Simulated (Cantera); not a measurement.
**N2O furnace oxynitridation**

An isothermal, constant-pressure homogeneous reactor starts with N₂O : H₂ : N₂ = 1 : 0.007 : 0.78 (molar parts), at 1600 K and 0.132 atm.

Computed with Cantera and GRI-Mech 3.0 (53 species, 325 reactions). GRI-Mech 3.0 was tuned for natural gas; its chemistry of N2O as a main component is partial and can be far from experiment. The temperature is held fixed by assumption; the heat of reaction is taken as removed at once.

| t (s) | x N₂O | x H₂ | x NO | x H | x H₂O | x O₂ | x N₂ |
|---|---|---|---|---|---|---|---|
| 7.00e-5 | 0.558 | 0.00379 | 0.000164 | 5.57e-6 | 6.21e-5 | 0.000184 | 0.437 |
| 0.000309 | 0.553 | 0.00256 | 0.000994 | 1.01e-5 | 0.00115 | 0.00119 | 0.440 |
| 0.00136 | 0.534 | 0.000377 | 0.00459 | 1.66e-6 | 0.00339 | 0.00615 | 0.451 |
| 0.00600 | 0.465 | 1.95e-6 | 0.0194 | 4.89e-7 | 0.00370 | 0.0256 | 0.486 |
| 0.0265 | 0.263 | 6.06e-7 | 0.0624 | 6.84e-7 | 0.00339 | 0.0829 | 0.587 |
| 0.117 | 0.0309 | 8.48e-7 | 0.109 | 9.23e-7 | 0.00305 | 0.151 | 0.706 |
| 0.514 | 7.87e-5 | 1.47e-7 | 0.112 | 6.06e-8 | 0.00304 | 0.161 | 0.723 |
| 2.27 | 3.99e-6 | 1.39e-7 | 0.112 | 5.63e-8 | 0.00304 | 0.161 | 0.723 |
| 10.0 | 3.90e-6 | 1.39e-7 | 0.111 | 5.62e-8 | 0.00304 | 0.162 | 0.724 |
x: mole fraction; the columns are a selection and need not sum to one.

Equilibrium at this temperature and pressure: N₂O 4.25e-8, H₂ 1.19e-7, NO 0.00196, H 5.18e-8, H₂O 0.00304, O₂ 0.216, N₂ 0.779 (gas phase only).
